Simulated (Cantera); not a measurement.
Charge: 1 mol SiO2, 1.4 mol Al2O3, 0.31 mol O2, at 677 °C and 0.00520 bar.

Equilibrium computed with Cantera from the NASA thermochemical tables; the gas is ideal and each condensed phase is pure. Candidate condensed phases: Al, Al2O3, Al2SiO5, Al6Si2O13, Si, SiO2; 14 gas species. Condensed phases not in the tables: alloys, solid solutions and most ternary compounds. Rates play no part.

### Question
What is the equilibrium state?

### Answer
```json
{
  "x(O2)": "1.00",
  "n(Al2O3(s))": "0.400 mol",
  "n(Al2SiO5(andalusite))": "1.00 mol",
  "gas_amount": "0.3100 mol",
  "log10 activity of Al6Si2O13(mullite) (absent)": "-0.34",
  "log10 activity of Al(l) (absent)": "-36.17",
  "log10 activity of Si(s) (absent)": "-38.65"
}
```
